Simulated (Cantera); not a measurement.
A closed system holds: 1 mol SiC, 0.51 mol H₂, held at 23.0 Pa.

Points: T (K) = 2273, 2323, 2373, 2423, 2473, 2523, 2573, 2623.

Cantera's Mixture.equilibrate('TP', solver="vcs", rtol=1e-11, max_steps=5000) on the NASA tables stopped like this:

```
  C2 1.295e-04
   condensed (mol): C(gr) 0.5981
T = 2523 K  P = 23 Pa  gas = 1.916 mol
   x: H 4.235e-01  Si 4.018e-01  SiC2 1.113e-01  H2 5.340e-02  Si2C 3.957e-03  C3 3.081e-03  C 9.898e-04  C2H2,acetylene 6.359e-04  C2H 3.801e-04  SiH 3.594e-04  C2 2.851e-04  SiC 2.065e-04  Si2 1.821e-04  C5 1.012e-05
   condensed (mol): C(gr) 0.5409
T = 2573 K  P = 23 Pa  gas = 1.956 mol
   x: H 4.430e-01  Si 3.834e-01  SiC2 1.219e-01  H2 3.826e-02  C3 6.509e-03  Si2C 2.541e-03  C 1.918e-03  C2 6.081e-04  C2H2,acetylene 5.579e-04  C2H 5.391e-04  SiH 2.698e-04  SiC 2.516e-04  Si2 1.242e-04  C5 2.638e-05
   condensed (mol): C(gr) 0.4686
ERROR: FAILURE its = 5001!

*******************************************************************************
CanteraError thrown by MultiPhase::equilibrate:
VCS solver failed. Return code: -1
*******************************************************************************
```

Problem. What got this run through?

Solution. This is not unique; one that fits is The failure is numerical, not chemical. The same input converged with solver="gibbs", rtol=1e-10, max_steps=50000, and the result passed a check of the equilibrium conditions:
```
T = 2273 K  P = 23 Pa  gas = 1.422 mol
   x: Si 4.232e-01  H 2.631e-01  H2 2.257e-01  SiC2 5.316e-02  Si2C 3.160e-02  SiH 1.176e-03  Si2 1.035e-03  C2H2,acetylene 8.508e-04  SiC 5.428e-05  C3 4.388e-05  C2H 4.181e-05  Si3 2.608e-05  C 2.332e-05  SiH2 1.246e-05
   condensed (mol): C(gr) 0.573  SiC(b) 0.2281
T = 2323 K  P = 23 Pa  gas = 1.708 mol
   x: Si 4.640e-01  H 2.833e-01  H2 1.557e-01  SiC2 6.928e-02  Si2C 2.476e-02  SiH 9.792e-04  Si2 8.728e-04  C2H2,acetylene 7.539e-04  C3 1.108e-04  SiC 8.052e-05  C2H 6.564e-05  C 5.267e-05  Si3 1.514e-05
   condensed (mol): C(gr) 0.7175
T = 2373 K  P = 23 Pa  gas = 1.769 mol
   x: Si 4.523e-01  H 3.250e-01  H2 1.246e-01  SiC2 7.967e-02  Si2C 1.561e-02  SiH 7.837e-04  C2H2,acetylene 7.664e-04  Si2 5.905e-04  C3 2.685e-04  C 1.149e-04  C2H 1.080e-04  SiC 1.048e-04  C2 2.417e-05
   condensed (mol): C(gr) 0.6855
T = 2423 K  P = 23 Pa  gas = 1.824 mol
   x: Si 4.369e-01  H 3.635e-01  H2 9.667e-02  SiC2 9.009e-02  Si2C 9.824e-03  C2H2,acetylene 7.481e-04  C3 6.270e-04  SiH 6.141e-04  Si2 3.977e-04  C 2.427e-04  C2H 1.706e-04  SiC 1.336e-04  C2 5.695e-05
   condensed (mol): C(gr) 0.6457
T = 2473 K  P = 23 Pa  gas = 1.873 mol
   x: Si 4.197e-01  H 3.968e-01  SiC2 1.006e-01  H2 7.282e-02  Si2C 6.211e-03  C3 1.413e-03  C2H2,acetylene 7.021e-04  C 4.972e-04  SiH 4.730e-04  Si2 2.683e-04  C2H 2.593e-04  SiC 1.673e-04  C2 1.295e-04
   condensed (mol): C(gr) 0.5981
T = 2523 K  P = 23 Pa  gas = 1.916 mol
   x: H 4.235e-01  Si 4.018e-01  SiC2 1.113e-01  H2 5.340e-02  Si2C 3.957e-03  C3 3.081e-03  C 9.898e-04  C2H2,acetylene 6.359e-04  C2H 3.801e-04  SiH 3.594e-04  C2 2.851e-04  SiC 2.065e-04  Si2 1.821e-04  C5 1.012e-05
   condensed (mol): C(gr) 0.5409
T = 2573 K  P = 23 Pa  gas = 1.956 mol
   x: H 4.430e-01  Si 3.834e-01  SiC2 1.219e-01  H2 3.826e-02  C3 6.509e-03  Si2C 2.541e-03  C 1.918e-03  C2 6.081e-04  C2H2,acetylene 5.579e-04  C2H 5.391e-04  SiH 2.698e-04  SiC 2.516e-04  Si2 1.242e-04  C5 2.638e-05
   condensed (mol): C(gr) 0.4686
T = 2623 K  P = 23 Pa  gas = 1.998 mol
   x: H 4.549e-01  Si 3.643e-01  SiC2 1.322e-01  H2 2.683e-02  C3 1.335e-02  C 3.623e-03  Si2C 1.638e-03  C2 1.260e-03  C2H 7.417e-04  C2H2,acetylene 4.755e-04  SiC 3.022e-04  SiH 2.000e-04  Si2 8.488e-05  C5 6.622e-05  C4 1.330e-05
   condensed (mol): C(gr) 0.3697
```

The gas is ideal and each condensed phase is pure. Gases not in the tables: Si2H6 and higher silanes.
